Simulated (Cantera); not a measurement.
## Ignition delay

Mixture: 14.4 % CO, 0.504 % H2, 5.47 % CH4, 16.7 % O2, 62.9 % N2, equivalence ratio 1.1, at 12800 Torr, adiabatic and at constant volume. Ignition delay is the time to a rise of 400 K.

Cantera simulation using GRI-Mech 3.0 (53 species, 325 reactions); the numbers are that mechanism's predictions, not measurements. The pressure lies above the range GRI-Mech 3.0 was tuned for (to about 10 atm).

```
T0 (K)  delay (ms)
------  ----------
1075          11.5
1175          2.70
1275         0.779
1375         0.261
1475        0.0982
1575        0.0411
```

```yaml
apparent activation energy between 1375 and 1575 K: 170 kJ/mol
```
